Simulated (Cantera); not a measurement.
Adiabatic ignition

An adiabatic, constant-volume homogeneous reactor starts with CH₄ : O₂ : N₂ = 1 : 1.67 : 6 (molar parts), equivalence ratio 1.2, at 1450 K and 640000 Pa.

Cantera simulation using GRI-Mech 3.0 (53 species, 325 reactions); the numbers are that mechanism's predictions, not measurements. Above 3000 K some thermodynamic fits are extrapolated.

```json
[
 {"t (s)": "3.00e-6", "T (K)": "1450", "P (bar)": "6.40", "x CH₄": "0.115", "x O₂": "0.193", "x C₂H₂": "<1e-12", "x H₂": "1.15e-7", "x NO": "<1e-12", "x H₂O₂": "3.12e-8", "x C₂H₄": "2.99e-11"},
 {"t (s)": "1.28e-5", "T (K)": "1450", "P (bar)": "6.40", "x CH₄": "0.115", "x O₂": "0.193", "x C₂H₂": "<1e-12", "x H₂": "8.48e-7", "x NO": "<1e-12", "x H₂O₂": "1.94e-7", "x C₂H₄": "4.93e-9"},
 {"t (s)": "5.46e-5", "T (K)": "1450", "P (bar)": "6.40", "x CH₄": "0.115", "x O₂": "0.193", "x C₂H₂": "2.04e-10", "x H₂": "1.69e-5", "x NO": "<1e-12", "x H₂O₂": "4.07e-7", "x C₂H₄": "1.20e-6"},
 {"t (s)": "0.000233", "T (K)": "1462", "P (bar)": "6.45", "x CH₄": "0.113", "x O₂": "0.191", "x C₂H₂": "1.16e-7", "x H₂": "0.000406", "x NO": "1.08e-12", "x H₂O₂": "2.10e-6", "x C₂H₄": "6.86e-5"},
 {"t (s)": "0.000994", "T (K)": "3107", "P (bar)": "14.7", "x CH₄": "1.45e-12", "x O₂": "0.00653", "x C₂H₂": "<1e-12", "x H₂": "0.0344", "x NO": "0.00865", "x H₂O₂": "1.04e-6", "x C₂H₄": "<1e-12"},
 {"t (s)": "0.00424", "T (K)": "3107", "P (bar)": "14.7", "x CH₄": "1.45e-12", "x O₂": "0.00653", "x C₂H₂": "<1e-12", "x H₂": "0.0344", "x NO": "0.00865", "x H₂O₂": "1.04e-6", "x C₂H₄": "<1e-12"},
 {"t (s)": "0.0181", "T (K)": "3107", "P (bar)": "14.7", "x CH₄": "1.45e-12", "x O₂": "0.00653", "x C₂H₂": "<1e-12", "x H₂": "0.0344", "x NO": "0.00865", "x H₂O₂": "1.04e-6", "x C₂H₄": "<1e-12"},
 {"t (s)": "0.0772", "T (K)": "3107", "P (bar)": "14.7", "x CH₄": "1.45e-12", "x O₂": "0.00653", "x C₂H₂": "<1e-12", "x H₂": "0.0344", "x NO": "0.00865", "x H₂O₂": "1.04e-6", "x C₂H₄": "<1e-12"},
 {"t (s)": "0.330", "T (K)": "3107", "P (bar)": "14.7", "x CH₄": "1.45e-12", "x O₂": "0.00653", "x C₂H₂": "<1e-12", "x H₂": "0.0344", "x NO": "0.00865", "x H₂O₂": "1.04e-6", "x C₂H₄": "<1e-12"},
 {"t (s)": "1.41", "T (K)": "3107", "P (bar)": "14.7", "x CH₄": "1.45e-12", "x O₂": "0.00653", "x C₂H₂": "<1e-12", "x H₂": "0.0344", "x NO": "0.00865", "x H₂O₂": "1.04e-6", "x C₂H₄": "<1e-12"},
 {"t (s)": "6.00", "T (K)": "3107", "P (bar)": "14.7", "x CH₄": "1.45e-12", "x O₂": "0.00653", "x C₂H₂": "<1e-12", "x H₂": "0.0344", "x NO": "0.00865", "x H₂O₂": "1.04e-6", "x C₂H₄": "<1e-12"}
]
```
x: mole fraction; the columns are a selection and need not sum to one.

- time of steepest temperature rise: 0.439 ms
- temperature at 6.00 s: 3107 K
- equilibrium temperature: 3107 K
- x(CH₄) at 6.00 s: 1.45e-12 (gas-phase equilibrium 1.76e-12)
- x(O₂) at 6.00 s: 0.00653 (gas-phase equilibrium 0.00653)
- x(C₂H₂) at 6.00 s: <1e-12 (gas-phase equilibrium <1e-12)
